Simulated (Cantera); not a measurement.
Input (Python, Cantera):

```python
import numpy as np
import cantera as ct

gas = ct.Solution("gri30.yaml")
gas.TPX = 1275, 2666, {'N2O': 1}
inlet = ct.Reservoir(gas, clone=True)

reactor = ct.IdealGasConstPressureReactor(gas, energy="off", clone=False)
exhaust = ct.Reservoir(gas, clone=True)
tau = [10, 2.6, 0.63, 0.15, 0.038, 0.0092, 0.0023][0]
for a, b in ((inlet, reactor), (reactor, exhaust)):
    ct.MassFlowController(a, b, mdot=lambda t: reactor.mass / tau)
net = ct.ReactorNet([reactor])
show = ['N2O', 'N2', 'NO', 'O2', 'O']

rows = []
print(f"{'tau/s':>10s}{'T/K':>9s}" + "".join(f"{s:>11s}" for s in show))
for tau in [10, 2.6, 0.63, 0.15, 0.038, 0.0092, 0.0023]:
    net.initial_time = 0.0
    net.advance(30 * tau)
    before = gas.X
    net.advance(40 * tau)
    drift = np.max(np.abs(gas.X - before) / (gas.X + 1e-9))
    rows.append([gas.T, *gas[show].X, drift])
    print(f"{tau:10.3e}{gas.T:9.1f}" + "".join(f"{x:11.3e}" for x in gas[show].X))
```

Output:

```
     tau/s      T/K        N2O         N2         NO         O2          O
 1.000e+01   1275.0  5.168e-01  3.001e-01  4.397e-02  1.391e-01  5.421e-06
 2.600e+00   1275.0  8.040e-01  1.217e-01  1.789e-02  5.638e-02  5.454e-06
 6.300e-01   1275.0  9.442e-01  3.466e-02  5.099e-03  1.605e-02  5.462e-06
 1.500e-01   1275.0  9.861e-01  8.617e-03  1.267e-03  3.989e-03  5.459e-06
 3.800e-02   1275.0  9.965e-01  2.202e-03  3.234e-04  1.018e-03  5.440e-06
 9.200e-03   1275.0  9.991e-01  5.312e-04  7.740e-05  2.436e-04  5.364e-06
 2.300e-03   1275.0  9.998e-01  1.297e-04  1.834e-05  5.770e-05  5.080e-06
```

Cantera simulation using GRI-Mech 3.0 (53 species, 325 reactions); the numbers are that mechanism's predictions, not measurements. GRI-Mech 3.0 was tuned for natural gas; its chemistry of N2O as a main component is partial and can be far from experiment. Radical loss at walls, strong at low pressure, is not modelled. The mechanism lacks the step 2 NO + O2 → 2 NO2, which can matter for NO2 below about 1400 K. The temperature is held fixed by assumption; the heat of reaction is taken as removed at once.
